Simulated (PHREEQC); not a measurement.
Consider water at 25 °C with 0.044 mol H3PO4 and 0.00081 mol NaOH per kg of water. Closed to the air; pH follows from the charge balance.

All values are PHREEQC results (ion-association model, wateq4f.dat), not measurements.

| quantity | before | after |
|---|---|---|
| pH | 1.87 | 2.06 |
| ionic strength (mol/kgw) | 0.0159 | 0.0103 |
| H3PO4 (mol/kgw) | 0.0281 | 0.0117 |
| H2PO4- (mol/kgw) | 0.0159 | 0.0103 |
| HPO4-2 (mol/kgw) | 1.05e-7 | 1.00e-7 |
| NaHPO4- (mol/kgw) | 1.02e-10 | 1.05e-10 |

### Question
Which change was made?
(A) 0.016 mol/kgw Na2SO4 added
(B) NaOH from 0.00081 to 0.00162 mol/kgw
(C) temperature from 25 to 5 °C
(D) NaOH from 0.00081 to 0.000891 mol/kgw
(E) H3PO4 from 0.044 to 0.022 mol/kgw

### Answer
E, H3PO4 from 0.044 to 0.022 mol/kgw

Precipitation was switched off in this run. H3PO4, which wateq4f.dat lacks, is added to it with the constant of phreeqc.dat.
